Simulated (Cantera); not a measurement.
Stirred combustor or abatement burner

A perfectly stirred reactor is fed with 5.44 % CH₄, 5.01 % H₂, 18.8 % O₂, 70.7 % N₂, equivalence ratio 0.71, at 1000000 Pa; it is adiabatic with a 373 K inlet, and is followed from long to short residence time, starting on the burning branch (τ in s: 0.048, 0.025, 0.013, 0.0068, 0.0035, 0.0018, 0.00095, 0.00049, 0.00026, 0.00013, 6.9e-05, 3.6e-05, 1.9e-05).

Detailed kinetics in Cantera: GRI-Mech 3.0 (53 species, 325 reactions).

```tsv
τ (s)	T (K)	x CH₄	x H₂	x O₂	x H₂O	x CH₃
0.048	1956	3.08e-6	6.11e-5	0.0556	0.162	8.59e-7
0.025	1955	5.52e-6	7.43e-5	0.0556	0.162	1.55e-6
0.013	1954	9.60e-6	9.72e-5	0.0557	0.162	2.73e-6
0.0068	1952	1.60e-5	0.000135	0.0557	0.162	4.59e-6
0.0035	1949	2.62e-5	0.000197	0.0558	0.162	7.55e-6
0.0018	1944	4.22e-5	0.000296	0.0560	0.162	1.21e-5
0.00095	1937	6.60e-5	0.000442	0.0563	0.161	1.86e-5
0.00049	1927	0.000106	0.000674	0.0568	0.161	2.87e-5
0.00026	1912	0.000168	0.00101	0.0576	0.160	4.33e-5
0.00013	1886	0.000291	0.00159	0.0591	0.158	6.91e-5
6.9e-5	1847	0.000526	0.00246	0.0617	0.156	0.000111
3.6e-5	373	0.0544	0.0501	0.188	<1e-12	<1e-12
1.9e-5	373	0.0544	0.0501	0.188	<1e-12	<1e-12
```
x: mole fraction; the columns are a selection and need not sum to one.
